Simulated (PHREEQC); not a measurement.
Solution (47 °C): 0.013 mol CdSO4, 0.0012 mol H3BO3 and 0.002 mol HCl per kg of water. Closed to the air; pH follows from the charge balance.

Equilibrium calculation in PHREEQC: ion-association model, wateq4f.dat.

| quantity | before | after |
|---|---|---|
| pH | 2.97 | 3.21 |
| ionic strength (mol/kgw) | 0.0322 | 0.0311 |
| Cd+2 (mol/kgw) | 0.00765 | 0.00763 |
| SO4-2 (mol/kgw) | 0.00714 | 0.00668 |
| CdSO4 (mol/kgw) | 0.00447 | 0.00455 |
| Cl- (mol/kgw) | 0.00144 | 0.00142 |
| SI of CdOHCl (CdOHCl) | -5.52 | -4.72 |

Q: Name the change that produced these shifts.
A. H3BO3 left out
B. CdSO4 from 0.013 to 0.065 mol/kgw
C. H3BO3 from 0.0012 to 0.0018 mol/kgw
D. temperature from 47 to 90 °C
E. temperature from 47 to 20 °C

A: D, temperature from 47 to 90 °C

Precipitation was switched off in this run. At this temperature some constants are extrapolated from 25 °C, and those without enthalpy data are left unchanged.
